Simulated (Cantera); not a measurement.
A Cantera script and what it prints.

```python
import numpy as np
import cantera as ct

gas_names = """
    Cu CuO Cu2 H HO2 H2 H2O H2O2 O OH O2 O3
""".split()
cond_names = """
    Cu(cr) Cu(L) CuO(s) CuO2H2(s) Cu2O(s) Cu2O(L) H2O(s) H2O(L)
""".split()


def load(file, names, dense=False):
    # The tables refer to 1 bar. Condensed volumes are neglected.
    table = {s.name: s for s in ct.Species.list_from_file(file)}
    out = []
    for n in names:
        d = dict(table[n].input_data)
        d["thermo"] = dict(d["thermo"], **{"reference-pressure": 1e5})
        if dense:
            d["equation-of-state"] = {"model": "constant-volume", "density": "1e6 g/cm^3"}
        out.append(ct.Species.from_dict(d))
    return out


gas = ct.Solution(thermo="ideal-gas", species=load("nasa_gas.yaml", gas_names))
cond = {s.name: ct.Solution(thermo="fixed-stoichiometry", species=[s], name=s.name)
        for s in load("nasa_condensed.yaml", cond_names, dense=True)}
atoms = {
    'CuO': {'Cu': 1, 'O': 1},
    'H2': {'H': 2},
    'H2O': {'H': 2, 'O': 1},
}
top_T = {'CuO(s)': 1390}  # K; cautious upper limits of use, not melting points


def equilibrate(T, P, feed):
    n = {}
    for name, mol in feed.items():
        for a, k in atoms[name].items():
            n[a] = n.get(a, 0.0) + k * mol
    gas.TPX = T, P, n
    mass = sum(n.values()) * gas.mean_molecular_weight
    gas.equilibrate("TP")
    valid = [c for c in cond.values() if c.min_temp <= T <= top_T.get(c.name, c.max_temp)]
    mix = ct.Mixture([(gas, mass / gas.mean_molecular_weight)] + [(c, 0.0) for c in valid])
    mix.T, mix.P = T, P
    mix.equilibrate("TP", solver="vcs", rtol=1e-11, max_steps=5000)
    return mix


results = []
feed = {'CuO': 1, 'H2': 630, 'H2O': 3.4}  # mol
T = 1450  # K
P = 1000  # Pa
mix = equilibrate(T, P, feed)
results.append((T, P, feed, dict(zip(mix.species_names, mix.species_moles))))
print(gas.report(threshold=1e-06))
for i in range(1, mix.n_phases):
    print(f"{mix.phase(i).name:16s} {mix.phase_moles(i):12.5e} mol")
```

Result:

```
       temperature   1450 K
          pressure   1000 Pa
           density   0.00017818 kg/m^3
  mean mol. weight   2.1482 kg/kmol
   phase of matter   gas

                          1 kg             1 kmol
                     ---------------   ---------------
          enthalpy        1.5479e+07        3.3251e+07  J
   internal energy        9.8665e+06        2.1195e+07  J
           entropy          1.01e+05        2.1697e+05  J/K
    Gibbs function       -1.3097e+08       -2.8135e+08  J
 heat capacity c_p             15014             32253  J/K
 heat capacity c_v             11144             23939  J/K

                      mass frac. Y      mole frac. X     chem. pot. / RT
                     ---------------   ---------------   ---------------
                Cu          0.010173        0.00034391           -6.5581
                 H        4.4214e-05        9.4225e-05           -11.559
                H2           0.93154           0.99262           -23.117
               H2O          0.058233         0.0069439           -55.786
     [   +8 minor]        5.8267e-06        1.1218e-07

Cu(L)             7.81962e-01 mol
CuO2H2(s)         0.00000e+00 mol
Cu2O(s)           0.00000e+00 mol
```

Method: chemical equilibrium by Gibbs-energy minimisation in Cantera with the NASA 1993 tables (ideal gas, pure condensed phases).
